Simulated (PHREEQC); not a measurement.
A solution holds 0.011 mol HBr, 0.033 mol NaCl and 0.06 mol KCl per kg of water, at 49 °C. Closed to the air; pH follows from the charge balance.

Equilibrium calculation in PHREEQC: ion-association model, phreeqc.dat.

Each row changes one thing in this solution. This is a speciation only: nothing precipitates in the calculation.

| case | pH | SI of Sylvite (KCl) | SI of Halite (NaCl) |
|---|---|---|---|
| as made | 2.05 | -3.51 | -4.33 |
| KCl from 0.06 to 0.066 mol/kgw | 2.05 | -3.45 | (withheld) |
| NaCl from 0.033 to 0.33 mol/kgw | 2.08 | -3.01 | -2.81 |
| HBr from 0.011 to 0.055 mol/kgw | 1.35 | (withheld) | -4.36 |
| 0.00091 mol/kgw NaOH added | 2.08 | -3.51 | (withheld) |

Problem. Complete the blanks.

Solution. 
- KCl from 0.06 to 0.066 mol/kgw, SI of Halite (NaCl): -4.31
- HBr from 0.011 to 0.055 mol/kgw, SI of Sylvite (KCl): -3.54
- 0.00091 mol/kgw NaOH added, SI of Halite (NaCl): -4.32

Complexes and solids missing from the database can't appear. At this temperature some constants are extrapolated from 25 °C, and those without enthalpy data are left unchanged.
